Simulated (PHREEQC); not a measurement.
**Alkaline etch or developer (model solution)**

A solution holds 0.019 mol/kgw NH3 and 2.4e-05 mol/kgw CO2, at 10 °C. Closed to the air; pH follows from the charge balance.

The numbers come from PHREEQC with the ion-association model, phreeqc.dat.

No solid was allowed to form.

**Question.** What pH does the model give?

**Answer.** pH 11.25.

**Question.** In which forms is C present?

**Answer.** CO3-2 86 %, HCO3- 14 % of the C.

Constants without temperature data keep their 25 °C values here.
